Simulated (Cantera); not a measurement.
Input (Python, Cantera) and output of one run.

```python
import numpy as np
import cantera as ct

gas_names = """
    H HO2 H2 H2O H2O2 O OH O2 O3 Zr ZrO ZrO2
""".split()
cond_names = """
    H2O(s) H2O(L) Zr(a) Zr(b) Zr(L) ZrO2(a) ZrO2(b) ZrO2(L)
""".split()


def load(file, names, dense=False):
    # The tables refer to 1 bar. Condensed volumes are neglected.
    table = {s.name: s for s in ct.Species.list_from_file(file)}
    out = []
    for n in names:
        d = dict(table[n].input_data)
        d["thermo"] = dict(d["thermo"], **{"reference-pressure": 1e5})
        if dense:
            d["equation-of-state"] = {"model": "constant-volume", "density": "1e6 g/cm^3"}
        out.append(ct.Species.from_dict(d))
    return out


gas = ct.Solution(thermo="ideal-gas", species=load("nasa_gas.yaml", gas_names))
cond = {s.name: ct.Solution(thermo="fixed-stoichiometry", species=[s], name=s.name)
        for s in load("nasa_condensed.yaml", cond_names, dense=True)}
atoms = {
    'Zr': {'Zr': 1},
    'H2O': {'H': 2, 'O': 1},
}
top_T = {}  # K; cautious upper limits of use, not melting points


def equilibrate(T, P, feed):
    n = {}
    for name, mol in feed.items():
        for a, k in atoms[name].items():
            n[a] = n.get(a, 0.0) + k * mol
    gas.TPX = T, P, n
    mass = sum(n.values()) * gas.mean_molecular_weight
    gas.equilibrate("TP")
    valid = [c for c in cond.values() if c.min_temp <= T <= top_T.get(c.name, c.max_temp)]
    mix = ct.Mixture([(gas, mass / gas.mean_molecular_weight)] + [(c, 0.0) for c in valid])
    mix.T, mix.P = T, P
    mix.equilibrate("TP", solver="vcs", rtol=1e-11, max_steps=5000)
    return mix


results = []
T = 2198  # K
P = 310000  # Pa
for m in [0.11, 0.18, 0.3, 0.49, 0.8, 1.3, 2.1, 3.5, 5.7, 9.4, 15, 25]:
    feed = {'Zr': 1, 'H2O': m}  # mol
    mix = equilibrate(T, P, feed)
    results.append((T, P, feed, dict(zip(mix.species_names, mix.species_moles))))

top = {s: max(r[3][s] / sum(r[3][g] for g in gas_names) for r in results) for s in gas_names}
cols = sorted((s for s in top if top[s] > 1e-06), key=lambda s: -top[s])[:7]
seen = [c for c in cond_names if any(r[3].get(c, 0) > 1e-12 for r in results)]
print("log10 of partial pressures in bar; condensed amounts in mol")
print(f"{'n(H2O)':>10s}" + "".join(f"{s[:9]:>10s}" for s in cols + seen))
for T, P, feed, n in results:
    ng = sum(n[g] for g in gas_names)
    print(f"{feed['H2O']:10.4g}" + "".join(f"{np.log10(max(n[s] / ng * P / 1e5, 1e-99)):10.3f}" for s in cols)
          + "".join(f"{n.get(c, 0):10.4g}" for c in seen))
```

Output:

```
log10 of partial pressures in bar; condensed amounts in mol
    n(H2O)        H2       H2O         H        OH        O2         O     Zr(L)   ZrO2(b)
      0.11     0.490    -4.794    -2.009    -8.150   -16.464   -10.806     0.945     0.055
      0.18     0.490    -4.794    -2.009    -8.150   -16.464   -10.806      0.91      0.09
       0.3     0.490    -4.794    -2.009    -8.150   -16.464   -10.806      0.85      0.15
      0.49     0.490    -4.794    -2.009    -8.150   -16.464   -10.806     0.755     0.245
       0.8     0.490    -4.794    -2.009    -8.150   -16.464   -10.806       0.6       0.4
       1.3     0.490    -4.794    -2.009    -8.150   -16.464   -10.806      0.35      0.65
       2.1     0.469    -0.832    -2.020    -4.177    -8.498    -6.822         0         1
       3.5     0.247     0.123    -2.131    -3.112    -6.145    -5.646         0         1
       5.7     0.035     0.303    -2.237    -2.826    -5.361    -5.254         0         1
       9.4    -0.182     0.387    -2.345    -2.633    -4.760    -4.953         0         1
        15    -0.384     0.428    -2.446    -2.491    -4.272    -4.709         0         1
        25    -0.604     0.454    -2.556    -2.355    -3.781    -4.464         0         1
```

Method: chemical equilibrium by Gibbs-energy minimisation in Cantera with the NASA 1993 tables (ideal gas, pure condensed phases). Mutual solubility and eutectic melting of coexisting phases are not modelled. Condensed phases not in the tables: N, O or C dissolved in the metal.
